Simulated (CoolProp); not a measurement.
n-undecane along the isotherm 620 K: Z from the reference equation and from simpler models built on Tc = 638.8 K, pc = 1.990 MPa, ω = 0.539; each cubic takes its own stable root.

The numbers come from the reference Helmholtz-energy equation of state, Aleksandrov 2011 in CoolProp. It is a short technical equation, of lower accuracy than the large ones.

| p (MPa) | phase | reference | van der Waals | Redlich-Kwong | Soave-Redlich-Kwong | Peng-Robinson |
|---|---|---|---|---|---|---|
| 0.0157 | gas | 0.9966 | 0.9975 | 0.9971 | 0.9970 | 0.9967 |
| 0.0245 | gas | 0.9946 | 0.9961 | 0.9954 | 0.9953 | 0.9948 |
| 0.0382 | gas | 0.9916 | 0.9938 | 0.9928 | 0.9926 | 0.9919 |
| 0.0594 | gas | 0.9869 | 0.9904 | 0.9888 | 0.9885 | 0.9873 |
| 0.0925 | gas | 0.9796 | 0.9850 | 0.9825 | 0.9820 | 0.9802 |
| 0.144 | gas | 0.9680 | 0.9765 | 0.9726 | 0.9718 | 0.9690 |
| 0.224 | gas | 0.9497 | 0.9629 | 0.9570 | 0.9557 | 0.9513 |
| 0.349 | gas | 0.9201 | 0.9411 | 0.9318 | 0.9297 | 0.9229 |
| 0.544 | gas | 0.8715 | 0.9052 | 0.8906 | 0.8870 | 0.8765 |
| 0.847 | gas | 0.7875 | 0.8436 | 0.8202 | 0.8135 | 0.7977 |
| 1.32 | gas | 0.6173 | 0.7233 | 0.6835 | 0.6673 | 0.6438 |
| 2.05 | liquid | 0.1515 | 0.2634 | 0.2090 | 0.1966 | 0.1756 |
| 3.2 | liquid | 0.2228 | 0.3586 | 0.2853 | 0.2763 | 0.2470 |
| 4.98 | liquid | 0.3293 | 0.5116 | 0.4030 | 0.3949 | 0.3533 |
